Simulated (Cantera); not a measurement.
A perfectly stirred reactor is fed with CH₄ : H₂ : O₂ = 0.029 : 1 : 0.0017 (molar parts), equivalence ratio 330, at 10.00 Torr; it is held at 1675 K, and followed from long to short residence time.

Computed with Cantera and GRI-Mech 3.0 (53 species, 325 reactions). GRI-Mech 3.0 stops at C3 and has no aromatics, soot or wall deposition, so with more carbon than oxygen in the feed, carbon stays in small species such as C2H2 where larger ones or solid carbon would form. Radical loss at walls, strong at low pressure, is not modelled.

Q: What does this change do: temperature 1675 to 2650 K?

A: 
```
quantity                  before     after
----------------------  --------  --------
x(CH₄) at τ = 1.20 s      0.0163   2.62e-6
x(H₂) at τ = 1.20 s        0.974     0.710
x(O₂) at τ = 1.20 s      1.37e-5   1.29e-8
x(CH₂) at τ = 1.20 s     2.82e-7   1.13e-5
x(C₂H₂) at τ = 1.20 s    0.00549   0.00993
x(CH₄) at τ = 16.0 ms     0.0268   0.00137
x(H₂) at τ = 16.0 ms       0.968     0.931
x(O₂) at τ = 16.0 ms    0.000543   5.77e-6
x(CH₂) at τ = 16.0 ms    6.83e-7  0.000111
x(C₂H₂) at τ = 16.0 ms  0.000246    0.0111
```
